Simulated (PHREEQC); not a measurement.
Consider water at 20 °C with 0.0023 mol HF and 0.0028 mol NaF per kg of water. Closed to the air; pH follows from the charge balance.

Computed with PHREEQC (ion-association model, wateq4f.dat).

This is a speciation only: nothing precipitates in the calculation.

**Question.** What pH, ionic strength does the model give?

**Answer.** pH 3.36; ionic strength 0.00325 mol/kgw.

**Question.** In which forms is F present?

**Answer.** F- 63 %, HF 35 %, HF2- 0.8 % of the F.
